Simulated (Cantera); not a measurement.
Feed: 1 mol CH3SiCl3, 2 mol CH4, 5 mol H2, at 2198 K and 0.00670 bar.

Method: chemical equilibrium by Gibbs-energy minimisation in Cantera with the NASA 1993 tables (ideal gas, pure condensed phases). Candidate condensed phases: C, C6H6, C7H8, C8H18, Si, SiC; 109 gas species. The feed counts by its element totals alone. The tables' values for SiCl, SiCl3 are old estimates; treat these amounts as uncertain. Gases not in the tables: Si2H6 and higher silanes. Rates play no part.

Base state: H2 0.707, HCl 0.202, H 0.0572, SiCl2 0.0119, Cl 0.0119, Si 0.00576, C2H2 (acetylene) 0.00179, SiCl 0.00141 (mole fractions); condensed: C(graphite) + SiC(s).

Question: What changes in the equilibrium state with this change: H2 from 5 to 930 mol?

Answer: 
| species | before | after |
|---|---|---|
| H2 | 0.707 | 0.929 |
| H | 0.0572 | 0.0656 |
| HCl | 0.202 | 0.00294 |
| SiCl2 | 0.0119 | 3.07e-7 |
| Cl | 0.0119 | 0.000151 |
| Si | 0.00576 | 0.000921 |
| SiCl3 | 2.87e-5 | <1e-9 |
| SiCl | 0.00141 | 2.87e-6 |
| Si2C | 0.000335 | 6.81e-6 |
| SiC2 | 0.000549 | 5.53e-5 |
| SiH | 0.000176 | 3.23e-5 |
| C(graphite), mol | 2.19 | 0 |
| SiC(s), mol | 0.742 | 0 |

Question: What changes in the equilibrium state with this change: CH4 from 2 to 0.23 mol?

Answer: 
| species | before | after |
|---|---|---|
| H2 | 0.707 | 0.623 |
| HCl | 0.202 | 0.271 |
| H | 0.0572 | 0.0537 |
| SiCl2 | 0.0119 | 0.0244 |
| Cl | 0.0119 | 0.0170 |
| SiCl3 | 2.87e-5 | 8.38e-5 |
| SiCl | 0.00141 | 0.00202 |
| SiH2 | 2.23e-5 | 1.96e-5 |
| C2H2 (acetylene) | 0.00179 | 0.00158 |
| C(graphite), mol | 2.19 | 0.487 |
| SiC(s), mol | 0.742 | 0.703 |
